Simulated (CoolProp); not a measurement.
Properties of R1224YDZ along the isotherm 473.1 K (Tc = 428.7 K, pc = 3334 kPa, ω = 0.325).

Computed with CoolProp (reference Helmholtz-energy equation of state, Akasaka 2023).

| p (kPa) | phase | speed of sound (m/s) | expansivity (1/kK) |
|---|---|---|---|
| 758 | gas | 159.2 | 2.599 |
| 1520 | gas | 150.3 | ___ |
| 2270 | gas | ___ | 4.224 |
| 3030 | gas | 132.0 | 5.661 |
| 3790 | supercritical | 122.8 | 7.927 |
| 4550 | supercritical | ___ | 11.81 |
| 5300 | supercritical | ___ | 18.78 |
| 6060 | supercritical | ___ | 20.16 |
| 6820 | supercritical | 131.1 | ___ |
| 7580 | supercritical | 154.5 | 9.865 |
| 8340 | supercritical | 175.4 | 7.876 |

Task: Complete the blanks.

Result: 
- 1520, expansivity (1/kK): 3.273
- 2270, speed of sound (m/s): 141.3
- 4550, speed of sound (m/s): 113.6
- 5300, speed of sound (m/s): 104.8
- 6060, speed of sound (m/s): 109.0
- 6820, expansivity (1/kK): 13.52
